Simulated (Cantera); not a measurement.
An adiabatic, constant-pressure homogeneous reactor starts with CO : H₂ : CH₄ : O₂ : N₂ = 1 : 0.63 : 0.062 : 1.01 : 3.8 (molar parts), equivalence ratio 0.93, at 1800 K and 12000 Torr. Integrator tolerance rtol = 1e-08.

Cantera simulation using GRI-Mech 3.0 (53 species, 325 reactions); the numbers are that mechanism's predictions, not measurements. The pressure lies above the range GRI-Mech 3.0 was tuned for (to about 10 atm). Above 3000 K some thermodynamic fits are extrapolated.

**Question.** What does this change do: initial temperature 1800 to 1298 K?

**Answer.** 
| quantity | before | after |
|---|---|---|
| time of steepest temperature rise | 0.629 µs | 11.2 µs |
| temperature at 0.300 s | 3077 K | 2876 K |
| equilibrium temperature | 3077 K | 2876 K |
| x(CO) at 0.300 s | 0.0669 (gas-phase equilibrium 0.0669) | 0.0441 (gas-phase equilibrium 0.0441) |
| x(H₂) at 0.300 s | 0.00842 (gas-phase equilibrium 0.00842) | 0.00523 (gas-phase equilibrium 0.00523) |
| x(CH₄) at 0.300 s | <1e-12 (gas-phase equilibrium <1e-12) | <1e-12 (gas-phase equilibrium <1e-12) |
| x(NO₂) at 0.300 s | 1.61e-5 (gas-phase equilibrium 1.61e-5) | 1.16e-5 (gas-phase equilibrium 1.16e-5) |
| x(CH₂O) at 0.300 s | 3.66e-9 (gas-phase equilibrium 3.66e-9) | 1.49e-9 (gas-phase equilibrium 1.49e-9) |
